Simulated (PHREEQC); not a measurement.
Consider water at 88 °C with 2.6e-05 mol/kgw H4SiO4 and 1.7e-05 mol/kgw Na2SiO3. Closed to the air; pH follows from the charge balance.

Model: ion-association model, wateq4f.dat, run in PHREEQC.

No solid was allowed to form.

### Question
Predict the pH.

### Answer
pH 7.96.

### Question
In which forms is Si present?

### Answer
H4SiO4 94 %, H3SiO4- 5.8 % of the Si.

At this temperature some constants are extrapolated from 25 °C, and those without enthalpy data are left unchanged.
